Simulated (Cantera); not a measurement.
A Cantera script and what it prints.

```python
import numpy as np
import cantera as ct

gas_names = [...]  # 118 gases of nasa_gas.yaml made of C, Cl, F, H
cond_names = """
    C(gr) C6H6(L) C7H8(L) C8H18(L),n-octa
""".split()


# ... load() reads the species with a 1 bar reference pressure and builds the phases ...
atoms = {
    'CH2F2': {'C': 1, 'H': 2, 'F': 2},
    'HCl': {'H': 1, 'CL': 1},
    'H2': {'H': 2},
}
top_T = {'C(gr)': 4500}  # K; cautious upper limits of use, not melting points


# ... equilibrate(T, P, feed) seeds the gas with the atoms and calls Mixture.equilibrate('TP', solver="vcs", rtol=1e-11, max_steps=5000) ...
results = []
feed = {'CH2F2': 1, 'HCl': 0.067, 'H2': 2}  # mol
for P in [1, 3.2, 10, 32, 100, 320, 1000, 3200, 10000, 32000, 100000]:
    for T in [2325, 2425, 2525, 2625, 2725, 2825, 2925, 3025, 3125, 3225]:
        mix = equilibrate(T, P, feed)
        results.append((T, P, feed, dict(zip(mix.species_names, mix.species_moles))))

for T, P, feed, n in results:
    print(f"{T:7g} {P:10.4g}  " + (" + ".join(c for c in cond_names if n.get(c, 0) > 1e-12) or "gas only"))
```

Output:

```
   2325          1  C(gr)
   2425          1  C(gr)
   2525          1  gas only
   2625          1  gas only
   2725          1  gas only
   2825          1  gas only
   2925          1  gas only
   3025          1  gas only
   3125          1  gas only
   3225          1  gas only
   2325        3.2  C(gr)
   2425        3.2  C(gr)
   2525        3.2  C(gr)
   2625        3.2  gas only
   2725        3.2  gas only
   2825        3.2  gas only
   2925        3.2  gas only
   3025        3.2  gas only
   3125        3.2  gas only
   3225        3.2  gas only
   2325         10  C(gr)
   2425         10  C(gr)
   2525         10  C(gr)
   2625         10  C(gr)
   2725         10  gas only
   2825         10  gas only
   2925         10  gas only
   3025         10  gas only
   3125         10  gas only
   3225         10  gas only
   2325         32  C(gr)
   2425         32  C(gr)
   2525         32  C(gr)
   2625         32  C(gr)
   2725         32  C(gr)
   2825         32  gas only
   2925         32  gas only
   3025         32  gas only
   3125         32  gas only
   3225         32  gas only
   2325        100  C(gr)
   2425        100  C(gr)
   2525        100  C(gr)
   2625        100  C(gr)
   2725        100  C(gr)
   2825        100  gas only
   2925        100  gas only
   3025        100  gas only
   3125        100  gas only
   3225        100  gas only
   2325        320  C(gr)
   2425        320  C(gr)
   2525        320  C(gr)
   2625        320  C(gr)
   2725        320  C(gr)
   2825        320  C(gr)
   2925        320  gas only
   3025        320  gas only
   3125        320  gas only
   3225        320  gas only
   2325       1000  C(gr)
   2425       1000  C(gr)
   2525       1000  C(gr)
   2625       1000  C(gr)
   2725       1000  C(gr)
   2825       1000  C(gr)
   2925       1000  C(gr)
   3025       1000  C(gr)
   3125       1000  gas only
   3225       1000  gas only
   2325       3200  C(gr)
   2425       3200  C(gr)
   2525       3200  C(gr)
   2625       3200  C(gr)
   2725       3200  C(gr)
   2825       3200  C(gr)
   2925       3200  C(gr)
   3025       3200  C(gr)
   3125       3200  C(gr)
   3225       3200  gas only
   2325      1e+04  C(gr)
   2425      1e+04  C(gr)
   2525      1e+04  C(gr)
   2625      1e+04  C(gr)
   2725      1e+04  C(gr)
   2825      1e+04  C(gr)
   2925      1e+04  C(gr)
   3025      1e+04  C(gr)
   3125      1e+04  C(gr)
   3225      1e+04  C(gr)
   2325    3.2e+04  C(gr)
   2425    3.2e+04  C(gr)
   2525    3.2e+04  C(gr)
   2625    3.2e+04  C(gr)
   2725    3.2e+04  C(gr)
   2825    3.2e+04  C(gr)
   2925    3.2e+04  C(gr)
   3025    3.2e+04  C(gr)
   3125    3.2e+04  C(gr)
   3225    3.2e+04  C(gr)
   2325      1e+05  C(gr)
   2425      1e+05  C(gr)
   2525      1e+05  C(gr)
   2625      1e+05  C(gr)
   2725      1e+05  C(gr)
   2825      1e+05  C(gr)
   2925      1e+05  C(gr)
   3025      1e+05  C(gr)
   3125      1e+05  C(gr)
   3225      1e+05  C(gr)
```

These are equilibrium values from Cantera (NASA tables, ideal gas, pure condensed phases), not measurements of a reactor.
